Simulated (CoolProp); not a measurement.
Model: reference Helmholtz-energy equation of state, Wagner 2002, in CoolProp.

Task: For water, give the phase and the cv (kJ/(kg K)), speed of sound (m/s), isothermal compressibility (1/MPa), Prandtl number at 484 K and 0.636 MPa.

Result: 
- 484 K and 0.636 MPa: gas; cv 1.61, speed of sound 531, isothermal compressibility 1.63, Prandtl number 0.996

Viscosity comes from a separate model (Huber 2009). Thermal conductivity comes from a separate model (Huber 2012).
